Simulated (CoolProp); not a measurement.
Values from CoolProp's reference Helmholtz-energy equation of state, Thol 2017.

Task: For octamethyltrisiloxane (MDM), give the phase and the cv (kJ/(kg K)) at 551 K and 1.01 bar; 575 K and 1.01 bar.

Result: 
- 551 K and 1.01 bar: gas; cv 2.01
- 575 K and 1.01 bar: gas; cv 2.06
